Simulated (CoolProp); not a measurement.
Properties of n-perfluorohexane at several states.

Model: reference Helmholtz-energy equation of state, Gao 2022, in CoolProp.

| T (°C) | p (bar) | phase | density (kg/m³) | expansivity (1/kK) | fugacity coefficient |
|---|---|---|---|---|---|
| 5.05 | 34.1 | liquid | 1745 | (withheld) | 0.004368 |
| 36.45 | 6.37 | liquid | (withheld) | 1.802 | (withheld) |
| 99.35 | 1.65 | gas | (withheld) | 3.409 | (withheld) |
| -12.45 | 3.74 | liquid | 1783 | 1.548 | (withheld) |
| -23.15 | 0.251 | liquid | 1811 | 1.523 | 0.08328 |
| 13.45 | 62 | liquid | (withheld) | 1.526 | 0.004564 |

**Question.** Fill in the missing entries.

**Answer.** 
- 5.05, expansivity (1/kK): 1.551
- 36.45, density (kg/m³): 1645
- 36.45, fugacity coefficient: 0.07538
- 99.35, density (kg/m³): 19.31
- 99.35, fugacity coefficient: 0.9370
- -12.45, fugacity coefficient: 0.01153
- 13.45, density (kg/m³): 1733
